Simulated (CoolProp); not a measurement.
Vapour-liquid equilibrium of ethane (1) + propane (2) at 208.2 K; x and y are mole fractions of (1).

Model: multi-fluid Helmholtz-energy mixture model, Bücker 2006 and Lemmon 2009; pair parameters Kunz 2012, in CoolProp.

### Question
Give the bubble pressure and the first vapour's composition at x = 0.15, 0.35, 0.65. Is there an azeotrope?

### Answer
x = 0.15: 0.7109 bar, y = 0.602; x = 0.35: 1.226 bar, y = 0.818; x = 0.65: 2.055 bar, y = 0.940. No azeotrope shows between x = 0.05 and 0.95.

Pair parameters are fitted to limited data, so mixtures are less certain than the pure fluids.
